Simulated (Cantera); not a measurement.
A freely propagating, adiabatic, planar premixed flame of 3.52 % CH4, 1.34 % C2H6, 1.48 % C3H8, 19.7 % O2, 73.9 % N2, equivalence ratio 0.97, unburnt at 625 K and 4.93 atm; mixture-averaged transport, grid criteria slope 0.08 and curve 0.16, no radiation.

Cantera simulation using GRI-Mech 3.0 (53 species, 325 reactions); the numbers are that mechanism's predictions, not measurements. GRI-Mech 3.0 was tuned for natural gas; its chemistry of propane as a main component is partial and can be far from experiment. Burning velocities carry a grid error of a few per cent, more on coarse grids.

x: mole fraction of selected species; z is measured from the peak of heat release.

```csv
z (mm),T (K),u (m/s),x CH4,x C2H6,x C3H8,x C2H2,x O2,x H2
-0.239,625,1.00,0.0352,0.0134,0.0148,2.18e-8,0.197,0.000835
-0.159,627,1.01,0.0350,0.0133,0.0148,___,0.197,___
-0.119,635,1.02,0.0347,0.0133,0.0147,1.97e-6,0.195,0.00408
-0.0796,688,1.11,0.0333,0.0130,0.0145,1.74e-5,0.190,0.00733
-0.0398,1028,1.70,0.0255,0.00967,0.0109,0.000189,0.157,0.0128
-0.0199,1429,2.40,0.0162,0.00448,0.00413,0.000506,0.115,0.0156
0,1840,3.14,0.00496,0.000308,0.000112,0.000776,0.0675,0.0156
0.0199,2037,3.47,0.000443,9.86e-7,5.28e-8,0.000130,0.0397,0.0117
0.0398,2113,3.58,1.88e-5,<1e-8,<1e-8,4.19e-6,0.0293,0.00954
0.0796,2202,3.70,4.66e-8,<1e-8,<1e-8,<1e-8,0.0227,0.00844
0.159,2295,3.84,<1e-8,<1e-8,<1e-8,<1e-8,___,___
0.318,2373,3.95,<1e-8,<1e-8,<1e-8,<1e-8,0.0148,0.00516
0.636,2423,4.02,<1e-8,<1e-8,<1e-8,<1e-8,0.0124,0.00390
```

### Question
Complete the blanks.

### Answer

- -0.159, x C2H2: 3.47e-7
- -0.159, x H2: 0.00233
- 0.159, x O2: 0.0183
- 0.159, x H2: 0.00695
